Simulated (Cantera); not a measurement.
Input (Python, Cantera) and output of one run.

```python
import numpy as np
import cantera as ct

gas_names = """
    B BH BH2 BH3 BO BO2 B2 B2O B2O2 B2O3 B3O3H3 H HBO HBO2 HO2 H2 H2O H2O2 H3B3O6 O OH O2 O3
""".split()
cond_names = """
    B(b) B(L) B2O3(L) B3O3H3(cr) H2O(s) H2O(L)
""".split()


def load(file, names, dense=False):
    # The tables refer to 1 bar. Condensed volumes are neglected.
    table = {s.name: s for s in ct.Species.list_from_file(file)}
    out = []
    for n in names:
        d = dict(table[n].input_data)
        d["thermo"] = dict(d["thermo"], **{"reference-pressure": 1e5})
        if dense:
            d["equation-of-state"] = {"model": "constant-volume", "density": "1e6 g/cm^3"}
        out.append(ct.Species.from_dict(d))
    return out


gas = ct.Solution(thermo="ideal-gas", species=load("nasa_gas.yaml", gas_names))
cond = {s.name: ct.Solution(thermo="fixed-stoichiometry", species=[s], name=s.name)
        for s in load("nasa_condensed.yaml", cond_names, dense=True)}
atoms = {
    'B2H6': {'B': 2, 'H': 6},
    'O2': {'O': 2},
}
top_T = {}  # K; cautious upper limits of use, not melting points


def equilibrate(T, P, feed):
    n = {}
    for name, mol in feed.items():
        for a, k in atoms[name].items():
            n[a] = n.get(a, 0.0) + k * mol
    gas.TPX = T, P, n
    mass = sum(n.values()) * gas.mean_molecular_weight
    gas.equilibrate("TP")
    valid = [c for c in cond.values() if c.min_temp <= T <= top_T.get(c.name, c.max_temp)]
    mix = ct.Mixture([(gas, mass / gas.mean_molecular_weight)] + [(c, 0.0) for c in valid])
    mix.T, mix.P = T, P
    mix.equilibrate("TP", solver="vcs", rtol=1e-11, max_steps=5000)
    return mix


results = []
feed = {'B2H6': 1, 'O2': 3.7}  # mol
P = 100000  # Pa
for T in [848, 948, 1048, 1148, 1248, 1348, 1448, 1548, 1648, 1748, 1848, 1948, 2048, 2148]:
    mix = equilibrate(T, P, feed)
    results.append((T, P, feed, dict(zip(mix.species_names, mix.species_moles))))
    x = sorted(zip(gas.X, gas.species_names), reverse=True)
    print(f"T = {T:g} K  P = {P:g} Pa  gas = {mix.phase_moles(0):.4g} mol")
    print("   x: " + "  ".join(f"{s} {v:.3e}" for v, s in x if v > 0.001))
    print("   condensed (mol): " + ("  ".join(f"{mix.phase(i).name} {mix.phase_moles(i):.4g}"
          for i in range(1, mix.n_phases) if mix.phase_moles(i) > 1e-12) or "none"))
```

Result:

```
T = 848 K  P = 100000 Pa  gas = 3.619 mol
   x: H2O 7.621e-01  O2 1.934e-01  H3B3O6 4.453e-02
   condensed (mol): B2O3(L) 0.7582
T = 948 K  P = 100000 Pa  gas = 3.654 mol
   x: H2O 7.830e-01  O2 1.916e-01  H3B3O6 2.540e-02
   condensed (mol): B2O3(L) 0.8608
T = 1048 K  P = 100000 Pa  gas = 3.671 mol
   x: H2O 7.937e-01  O2 1.907e-01  H3B3O6 1.560e-02
   condensed (mol): B2O3(L) 0.914
T = 1148 K  P = 100000 Pa  gas = 3.682 mol
   x: H2O 7.993e-01  O2 1.901e-01  H3B3O6 1.022e-02
   condensed (mol): B2O3(L) 0.9429
T = 1248 K  P = 100000 Pa  gas = 3.69 mol
   x: H2O 8.018e-01  O2 1.897e-01  H3B3O6 7.053e-03  HBO2 1.435e-03
   condensed (mol): B2O3(L) 0.9583
T = 1348 K  P = 100000 Pa  gas = 3.7 mol
   x: H2O 8.009e-01  O2 1.892e-01  H3B3O6 5.075e-03  HBO2 4.798e-03
   condensed (mol): B2O3(L) 0.963
T = 1448 K  P = 100000 Pa  gas = 3.718 mol
   x: H2O 7.945e-01  O2 1.882e-01  HBO2 1.340e-02  H3B3O6 3.759e-03
   condensed (mol): B2O3(L) 0.9541
T = 1548 K  P = 100000 Pa  gas = 3.756 mol
   x: H2O 7.782e-01  O2 1.863e-01  HBO2 3.227e-02  H3B3O6 2.823e-03
   condensed (mol): B2O3(L) 0.9233
T = 1648 K  P = 100000 Pa  gas = 3.829 mol
   x: H2O 7.457e-01  O2 1.826e-01  HBO2 6.850e-02  H3B3O6 2.109e-03
   condensed (mol): B2O3(L) 0.8553
T = 1748 K  P = 100000 Pa  gas = 3.963 mol
   x: H2O 6.891e-01  O2 1.763e-01  HBO2 1.299e-01  B2O3 1.626e-03  H3B3O6 1.527e-03  OH 1.254e-03
   condensed (mol): B2O3(L) 0.7265
T = 1848 K  P = 100000 Pa  gas = 4.195 mol
   x: H2O 6.017e-01  HBO2 2.213e-01  O2 1.661e-01  B2O3 6.559e-03  OH 2.116e-03  H3B3O6 1.036e-03
   condensed (mol): B2O3(L) 0.4998
T = 1948 K  P = 100000 Pa  gas = 4.592 mol
   x: H2O 4.816e-01  HBO2 3.377e-01  O2 1.510e-01  B2O3 2.274e-02  OH 3.185e-03  BO2 2.701e-03
   condensed (mol): B2O3(L) 0.1096
T = 2048 K  P = 100000 Pa  gas = 4.712 mol
   x: H2O 4.552e-01  HBO2 3.564e-01  O2 1.462e-01  B2O3 3.140e-02  OH 5.017e-03  BO2 4.740e-03
   condensed (mol): none
T = 2148 K  P = 100000 Pa  gas = 4.722 mol
   x: H2O 4.566e-01  HBO2 3.475e-01  O2 1.447e-01  B2O3 3.438e-02  OH 7.819e-03  BO2 7.169e-03
   condensed (mol): none
```

Equilibrium computed with Cantera from the NASA thermochemical tables; the gas is ideal and each condensed phase is pure. The feed counts by its element totals alone. Gases not in the tables: H3BO3.
